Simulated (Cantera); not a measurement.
Charge: 1 mol FeS, 1.8 mol SO3, 0.64 mol CO2, held at 75.0 Torr.

These are equilibrium values from Cantera (NASA tables, ideal gas, pure condensed phases), not measurements of a reactor. Candidate condensed phases: C, Fe, Fe(CO)5, FeO, FeS, FeSO4, FeS2, Fe2O3, Fe2(SO4)3, Fe3O4, S; 25 gas species. Mutual solubility and eutectic melting of coexisting phases are not modelled. The tables' stoichiometric FeO is somewhat more stable than real wüstite, so its field is too wide. FeO, FeS: taken at fixed stoichiometry. Gases not in the tables: S3 to S7. Equilibrium is a limit: real reactors are often held back by kinetics, nucleation or transport.

x: gas mole fraction; n: condensed amount in mol.

| T (°C) | x SO2 | x CO2 | x S2 | x CO | x SO | n FeS2(s) | n Fe3O4(s) | n FeS(s) | n FeO(s) | n FeO(l) |
|---|---|---|---|---|---|---|---|---|---|---|
| 500 | 0.774 | 0.223 | 0.00212 | 5.51e-6 | 3.01e-7 | 0.282 | 0.239 | 0 | 0 | 0 |
| 575 | 0.764 | 0.222 | (withheld) | (withheld) | (withheld) | (withheld) | 0.247 | 0 | 0 | 0 |
| 650 | 0.763 | 0.214 | 0.0211 | 0.000125 | 1.15e-5 | 0 | 0.207 | 0.380 | 0 | 0 |
| 725 | 0.754 | 0.213 | 0.0307 | 0.000373 | 4.14e-5 | 0 | 0.219 | 0.343 | 0 | 0 |
| 800 | 0.742 | 0.212 | 0.0423 | 0.000953 | 0.000124 | 0 | 0.234 | 0.299 | 0 | 0 |
| 875 | 0.729 | 0.210 | 0.0558 | 0.00215 | 0.000320 | 0 | 0.251 | 0.247 | 0 | 0 |
| 950 | 0.713 | 0.207 | 0.0709 | 0.00434 | 0.000735 | 0 | 0.271 | 0.188 | 0 | 0 |
| 1025 | 0.697 | 0.202 | 0.0871 | 0.00802 | 0.00152 | 0 | 0.293 | 0.122 | 0 | 0 |
| 1100 | 0.702 | 0.190 | 0.0883 | (withheld) | (withheld) | 0 | 0 | 0 | 1.00 | 0 |
| 1175 | 0.702 | 0.184 | 0.0861 | 0.0190 | 0.00489 | 0 | 0 | 0 | 1.00 | 0 |
| 1250 | 0.703 | 0.175 | 0.0831 | 0.0269 | 0.00797 | 0 | 0 | 0 | 1.00 | 0 |
| 1325 | 0.703 | 0.165 | 0.0795 | 0.0363 | 0.0124 | 0 | 0 | 0 | 1.000 | 0 |
| 1400 | 0.702 | 0.154 | 0.0751 | 0.0467 | 0.0183 | 0 | 0 | 0 | 0 | 1.000 |

**Question.** Some entries are withheld; supply them.

**Answer.** 
- 575, x S2: 0.0126
- 575, x CO: 3.51e-5
- 575, x SO: 2.49e-6
- 575, n FeS2(s): 0.258
- 1100, x CO: 0.0126
- 1100, x SO: 0.00284
